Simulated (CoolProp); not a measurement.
Saturation properties of water (Tc = 647.1 K, pc = 22060 kPa, ω = 0.344).

Values from CoolProp's reference Helmholtz-energy equation of state, Wagner 2002.

```json
[
 {"T (K)": "309.8", "p (kPa)": "6.163", "liquid density (kg/m³)": "993.4", "liquid cp (kJ/(kg K))": "4.179", "vapour Z": "0.9975"},
 {"T (K)": "328.3", "p (kPa)": "15.88", "liquid density (kg/m³)": "985.6", "liquid cp (kJ/(kg K))": "4.183", "vapour Z": "0.9954"},
 {"T (K)": "346.9", "p (kPa)": "36.62", "liquid density (kg/m³)": "975.6", "liquid cp (kJ/(kg K))": "4.193", "vapour Z": "0.9921"},
 {"T (K)": "365.4", "p (kPa)": "76.40", "liquid density (kg/m³)": "963.8", "liquid cp (kJ/(kg K))": "4.207", "vapour Z": "0.9871"},
 {"T (K)": "383.9", "p (kPa)": "147.0", "liquid density (kg/m³)": "950.4", "liquid cp (kJ/(kg K))": "4.229", "vapour Z": "0.9802"},
 {"T (K)": "402.5", "p (kPa)": "265.1", "liquid density (kg/m³)": "935.4", "liquid cp (kJ/(kg K))": "4.260", "vapour Z": "0.9708"},
 {"T (K)": "421", "p (kPa)": "449.3", "liquid density (kg/m³)": "919.0", "liquid cp (kJ/(kg K))": "4.302", "vapour Z": "0.9585"},
 {"T (K)": "439.5", "p (kPa)": "724.7", "liquid density (kg/m³)": "901.2", "liquid cp (kJ/(kg K))": "4.355", "vapour Z": "0.9431"},
 {"T (K)": "458.1", "p (kPa)": "1122", "liquid density (kg/m³)": "881.7", "liquid cp (kJ/(kg K))": "4.425", "vapour Z": "0.9240"},
 {"T (K)": "476.6", "p (kPa)": "1670", "liquid density (kg/m³)": "860.6", "liquid cp (kJ/(kg K))": "4.514", "vapour Z": "0.9013"},
 {"T (K)": "495.1", "p (kPa)": "2407", "liquid density (kg/m³)": "837.7", "liquid cp (kJ/(kg K))": "4.628", "vapour Z": "0.8744"}
]
```

It boils at 373.1 K under 1 atm.
